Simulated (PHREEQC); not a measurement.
1.3 g of hydrous ferric oxide (600 m²/g; 0.2 weak and 0.005 strong sites per Fe, Dzombak-Morel constants, diffuse double layer) in 1 kg of water with 0.05 mol/kgw of an inert sodium salt, at 25 °C; the pH is set by adding NaOH or the inert anion's acid. Oxygen alone is held at its pressure in air (log pO2 = -0.68). The system is closed to CO2. Nothing may precipitate in this run.

Computed with PHREEQC (ion-association model, wateq4f.dat).

### Question
Predict surface charge σ (C/m²), surface potential ψ (mV) at pH = 7, 7.5, 10, 11.5.

### Answer
```
pH    surface charge σ (C/m²)  surface potential ψ (mV)
----  -----------------------  ------------------------
7                       0.034                        56
7.5                     0.017                        31
10                     -0.074                       -90
11.5                   -0.217                      -142
```

Species that the database lacks are ignored.
